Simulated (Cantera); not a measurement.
## Stirred combustor or abatement burner

A perfectly stirred reactor is fed with 22.5 % H2, 16.3 % O2, 61.2 % N2, equivalence ratio 0.69, at 15.0 bar; it is adiabatic with a 450 K inlet, and is followed from long to short residence time, starting on the burning branch (τ in s: 0.23, 0.092, 0.036, 0.014, 0.0057, 0.0023, 0.0009, 0.00036, 0.00014, 5.6e-05, 2.2e-05, 8.8e-06, 3.5e-06).

Computed with Cantera and the H2/O2 subset of GRI-Mech 3.0, which has no nitrogen chemistry. The hydrogen kinetics of GRI-Mech 3.0 are dated; newer H2 mechanisms differ, most at raised pressure. The pressure lies above the range GRI-Mech 3.0 was tuned for (to about 10 atm).

```json
[
 {"τ (s)": "0.23", "T (K)": "2131", "x H2": "0.000204", "x O2": "0.0565", "x H2O2": "6.50e-7", "x H2O": "0.252", "x O": "0.000107", "x HO2": "5.46e-6", "x H": "1.41e-5"},
 {"τ (s)": "0.092", "T (K)": "2131", "x H2": "0.000207", "x O2": "0.0565", "x H2O2": "6.52e-7", "x H2O": "0.252", "x O": "0.000107", "x HO2": "5.48e-6", "x H": "1.43e-5"},
 {"τ (s)": "0.036", "T (K)": "2131", "x H2": "0.000215", "x O2": "0.0565", "x H2O2": "6.57e-7", "x H2O": "0.252", "x O": "0.000109", "x HO2": "5.55e-6", "x H": "1.48e-5"},
 {"τ (s)": "0.014", "T (K)": "2131", "x H2": "0.000236", "x O2": "0.0565", "x H2O2": "6.70e-7", "x H2O": "0.252", "x O": "0.000113", "x HO2": "5.71e-6", "x H": "1.61e-5"},
 {"τ (s)": "0.0057", "T (K)": "2130", "x H2": "0.000282", "x O2": "0.0565", "x H2O2": "6.99e-7", "x H2O": "0.252", "x O": "0.000122", "x HO2": "6.10e-6", "x H": "1.93e-5"},
 {"τ (s)": "0.0023", "T (K)": "2128", "x H2": "0.000388", "x O2": "0.0565", "x H2O2": "7.66e-7", "x H2O": "0.252", "x O": "0.000144", "x HO2": "7.04e-6", "x H": "2.71e-5"},
 {"τ (s)": "0.00090", "T (K)": "2125", "x H2": "0.000619", "x O2": "0.0565", "x H2O2": "9.09e-7", "x H2O": "0.251", "x O": "0.000194", "x HO2": "9.26e-6", "x H": "4.72e-5"},
 {"τ (s)": "0.00036", "T (K)": "2119", "x H2": "0.00106", "x O2": "0.0565", "x H2O2": "1.17e-6", "x H2O": "0.250", "x O": "0.000294", "x HO2": "1.39e-5", "x H": "9.50e-5"},
 {"τ (s)": "0.00014", "T (K)": "2108", "x H2": "0.00191", "x O2": "0.0566", "x H2O2": "1.60e-6", "x H2O": "0.249", "x O": "0.000488", "x HO2": "2.37e-5", "x H": "0.000214"},
 {"τ (s)": "5.6e-5", "T (K)": "2089", "x H2": "0.00341", "x O2": "0.0568", "x H2O2": "2.20e-6", "x H2O": "0.246", "x O": "0.000827", "x HO2": "4.19e-5", "x H": "0.000484"},
 {"τ (s)": "2.2e-5", "T (K)": "2058", "x H2": "0.00609", "x O2": "0.0576", "x H2O2": "3.03e-6", "x H2O": "0.242", "x O": "0.00141", "x HO2": "7.62e-5", "x H": "0.00111"},
 {"τ (s)": "8.8e-6", "T (K)": "2006", "x H2": "0.0107", "x O2": "0.0591", "x H2O2": "4.08e-6", "x H2O": "0.235", "x O": "0.00231", "x HO2": "0.000136", "x H": "0.00240"},
 {"τ (s)": "3.5e-6", "T (K)": "1921", "x H2": "0.0189", "x O2": "0.0627", "x H2O2": "5.49e-6", "x H2O": "0.224", "x O": "0.00346", "x HO2": "0.000240", "x H": "0.00482"}
]
```
x: mole fraction; the columns are a selection and need not sum to one.
